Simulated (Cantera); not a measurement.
Input: 1 mol MgO, 1.1 mol C, 0.67 mol CO, at 1000 K and 7100 Pa.

These are equilibrium values from Cantera (NASA tables, ideal gas, pure condensed phases), not measurements of a reactor. Candidate condensed phases: C, Mg, MgCO₃, MgO; 15 gas species. Rates play no part.

Base state: CO 0.963, CO₂ 0.0373 (mole fractions); condensed: C(graphite) + MgO(s).

Task: What changes in the equilibrium state with this change: temperature from 1000 K to 1848 K?

Result: 
```json
[
 {"species": "CO", "before": "0.963", "after": "0.625"},
 {"species": "Mg", "before": "<1e-9", "after": "0.375"},
 {"species": "CO₂", "before": "0.0373", "after": "1.57e-6"},
 {"species": "C(graphite), mol", "before": "1.12", "after": "0.100"},
 {"species": "MgO(s), mol", "before": "1.00", "after": "0"}
]
```

Task: What changes in the equilibrium state with this change: pressure from 7100 Pa to 101000 Pa?

Result: 
```json
[
 {"species": "CO", "before": "0.963", "after": "0.710"},
 {"species": "CO₂", "before": "0.0373", "after": "0.290"},
 {"species": "C(graphite), mol", "before": "1.12", "after": "1.25"},
 {"species": "MgO(s), mol", "before": "1.00", "after": "1.00"}
]
```

Task: What changes in the equilibrium state with this change: pressure from 7100 Pa to 13300 Pa?

Result: 
```
species           before   after
----------------  ------  ------
CO                 0.963   0.934
CO₂               0.0373  0.0660
C(graphite), mol    1.12    1.14
MgO(s), mol         1.00    1.00
```
